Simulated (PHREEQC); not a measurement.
Dissolve 7.4 mmol/kgw HBr, 44 mmol/kgw FeCl3 and 37 mmol/kgw CuCl2 at 20 °C. Closed to the air; pH follows from the charge balance.

Model: ion-association model, phreeqc.dat, run in PHREEQC.

Q: The ionic strength comes out as 0.292 mol/kgw. What activity coefficients do FeCl2+, Fe3(OH)4+5, FeCl+2, FeOH+2, Cl- get?

A: FeCl2+ 0.72, Fe3(OH)4+5 0.00047, FeCl+2 0.26, FeOH+2 0.26, Cl- 0.69.

No solid was allowed to form. Examples of supersaturated solids here: Hematite (slow to form), Goethite (slow to form). Others may be too.
